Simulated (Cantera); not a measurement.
An isothermal, constant-pressure homogeneous reactor starts with N2O : H2O = 1 : 0.0071 (molar parts), at 1175 K and 2800 Pa. Integrator tolerance rtol = 1e-08.

Cantera simulation using GRI-Mech 3.0 (53 species, 325 reactions); the numbers are that mechanism's predictions, not measurements. GRI-Mech 3.0 was tuned for natural gas; its chemistry of N2O as a main component is partial and can be far from experiment. Radical loss at walls, strong at low pressure, is not modelled. The mechanism lacks the step 2 NO + O2 → 2 NO2, which can matter for NO2 below about 1400 K. The temperature is held fixed by assumption; the heat of reaction is taken as removed at once.

```csv
quantity,before,after
x(N2O) at 100 s,0.251 (gas-phase equilibrium 2.04e-9),0.0298 (gas-phase equilibrium 3.64e-9)
x(H2O) at 100 s,0.00530 (gas-phase equilibrium 0.00471),0.00478 (gas-phase equilibrium 0.00471)
x(NO) at 100 s,0.0427 (gas-phase equilibrium 0.000187),0.0530 (gas-phase equilibrium 0.000187)
x(H2) at 100 s,6.30e-9 (gas-phase equilibrium 3.68e-10),3.74e-9 (gas-phase equilibrium 2.06e-10)
x(NO2) at 100 s,9.65e-5 (gas-phase equilibrium 7.47e-7),8.44e-5 (gas-phase equilibrium 1.33e-6)
x(N2) at 100 s,0.474 (gas-phase equilibrium 0.663),0.617 (gas-phase equilibrium 0.663)
x(O) at 100 s,1.12e-6 (gas-phase equilibrium 5.06e-8),5.67e-7 (gas-phase equilibrium 2.84e-8)
```

Q: Which change was made?
A. temperature 1175 to 1273 K
B. pressure from 2800 Pa to 21000 Pa
C. pressure from 2800 Pa to 8900 Pa
D. H2O 0.0071 to 0.025 parts

A: C, pressure from 2800 Pa to 8900 Pa
